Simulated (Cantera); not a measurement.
Charge: 1 mol TiO2, 14 mol CO, held at 2550 K and 3.08 Torr.

Equilibrium computed with Cantera from the NASA thermochemical tables; the gas is ideal and each condensed phase is pure. Candidate condensed phases: C, Ti, TiC, TiO, TiO2, Ti2O3, Ti3O5, Ti4O7; 15 gas species. Kinetics and transport are ignored.

Base state: CO 0.940, TiO2 0.0258, CO2 0.0177, TiO 0.0119, O 0.00405, O2 0.000198, Ti 1.97e-5 (mole fractions); condensed: Ti3O5(l).

### Question
What changes in the equilibrium state with this change: CO from 14 to 3.6 mol?

### Answer
```json
[
 {"species": "CO", "before": "0.940", "after": "0.900"},
 {"species": "CO2", "before": "0.0177", "after": "0.0471"},
 {"species": "TiO2", "before": "0.0258", "after": "0.0349"},
 {"species": "O", "before": "0.00405", "after": "0.0113"},
 {"species": "TiO", "before": "0.0119", "after": "0.00577"},
 {"species": "O2", "before": "0.000198", "after": "0.00152"},
 {"species": "Ti", "before": "1.97e-5", "after": "3.45e-6"},
 {"species": "Ti3O5(l), mol", "before": "0.150", "after": "0"},
 {"species": "Ti4O7(l), mol", "before": "0", "after": "0.211"}
]
```
Condensed phases not in the tables: Magnéli phases beyond Ti4O7.
